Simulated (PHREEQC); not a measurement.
1 kg of water holding 0.0036 mol/kgw Na2SO4 and 0.004 mol/kgw NaCl is evaporated at 40 °C; the solids stay in contact with the brine. The system is closed to CO2. The run lets Halite, Mirabilite, Thenardite precipitate or redissolve, and no other solid.

Equilibrium calculation in PHREEQC: Pitzer model, pitzer.dat.

| water left (kg) | ionic strength | water activity | Na in solution (mol/kgw) | S in solution (mol/kgw) | Cl in solution (mol/kgw) |
|---|---|---|---|---|---|
| 1 | 0.0148 | 1.000 | 0.0112 | 0.00360 | 0.00400 |
| 0.8219 | 0.0180 | 1.000 | 0.0136 | 0.00438 | 0.00487 |
| 0.5552 | 0.0267 | 0.999 | 0.0202 | 0.00648 | 0.00720 |
| 0.4563 | 0.0324 | 0.999 | 0.0245 | 0.00789 | 0.00877 |
| 0.375 | 0.0395 | 0.999 | 0.0299 | 0.00960 | 0.0107 |
| 0.3082 | 0.0480 | 0.999 | 0.0363 | 0.0117 | 0.0130 |
| 0.2082 | 0.0711 | 0.999 | 0.0538 | 0.0173 | 0.0192 |
| 0.1711 | 0.0865 | 0.998 | 0.0654 | 0.0210 | 0.0234 |
| 0.1407 | 0.105 | 0.998 | 0.0796 | 0.0256 | 0.0284 |
| 0.09502 | 0.156 | [?] | 0.118 | 0.0379 | 0.0421 |
| 0.07809 | 0.190 | 0.996 | 0.143 | 0.0461 | 0.0512 |
| 0.06418 | 0.231 | 0.996 | 0.175 | 0.0561 | 0.0623 |
| 0.05275 | 0.281 | [?] | 0.212 | 0.0682 | 0.0758 |
| 0.03564 | 0.415 | 0.992 | 0.314 | 0.101 | 0.112 |
| 0.0293 | 0.505 | 0.991 | 0.382 | 0.123 | 0.137 |
| 0.02407 | 0.615 | [?] | 0.465 | 0.150 | 0.166 |
| 0.01627 | 0.910 | [?] | 0.688 | 0.221 | 0.246 |
| 0.01337 | 1.11 | [?] | 0.838 | 0.269 | 0.299 |
| 0.01099 | 1.35 | [?] | 1.02 | 0.327 | 0.364 |
| 0.00903 | 1.64 | [?] | 1.24 | 0.399 | 0.443 |
| 0.006093 | 2.43 | [?] | 1.84 | 0.591 | 0.656 |
| 0.005012 | 2.95 | 0.947 | 2.23 | 0.718 | 0.798 |

Problem. Fill in the missing entries.

Solution. 
- 0.09502, water activity: 0.997
- 0.05275, water activity: 0.995
- 0.02407, water activity: 0.989
- 0.01627, water activity: 0.983
- 0.01337, water activity: 0.980
- 0.01099, water activity: 0.976
- 0.00903, water activity: 0.971
- 0.006093, water activity: 0.957

Complexes and solids missing from the database can't appear. Away from 25 °C the constants follow the database's enthalpies or fits; those with neither stay at their 25 °C values.
